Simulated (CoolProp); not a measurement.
A single-stage vapour-compression cycle with trans-2-butene: evaporating at 315.15 K (dew point), condensing at 346.15 K (bubble point), superheat 5 K, subcooling 5 K, compressor efficiency 0.85, no pressure losses. Each further row changes one setting.

Computed with CoolProp (reference Helmholtz-energy equation of state, Lemmon 2005). It is a short technical equation, of lower accuracy than the large ones.

| case | cooling COP | pressure ratio | discharge temperature (K) | refrigerating effect (kJ/kg) | volumetric capacity (kJ/m³) |
|---|---|---|---|---|---|
| as stated | 7.73 | 2.19 | 351.3 | 307 | 2780 |
| evaporating temperature 320.15 K | 9.56 | 1.91 | 351.2 | 313 | 3240 |
| condensing temperature 341.15 K | 9.46 | 1.95 | 346.5 | 319 | 2890 |
| subcooling 10 K | 8.06 | 2.19 | 351.3 | 319 | 2890 |
| superheat 15 K | 7.83 | 2.19 | 361.1 | 325 | 2820 |
| compressor efficiency 0.75 | 6.82 | 2.19 | 353.9 | 307 | 2780 |
